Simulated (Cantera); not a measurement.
Input: 1 mol B, 0.14 mol Cl₂, 2.5 mol HCl, held at 1223 K and 10.0 mbar.

Cantera equilibrium calculation (NASA polynomials, part measured and part estimated; ideal gas, pure solids and liquids). Candidate condensed phases: B; 13 gas species. The tables' values for BCl₂, BCl are old estimates; treat these amounts as uncertain. Gases not in the tables: BHCl₂. Equilibrium is a limit: real reactors are often held back by kinetics, nucleation or transport.

Problem. What is the equilibrium state?

Solution. 
- x(H₂) = 0.399
- x(BCl₃) = 0.306
- x(HCl) = 0.295
- x(BCl₂) = 0.000174
- x(BCl) = 1.63e-5
- x(H) = 1.90e-6
- x(Cl) = 1.21e-6
- n(B(s)) = 0.298 mol
- gas amount = 2.289 mol
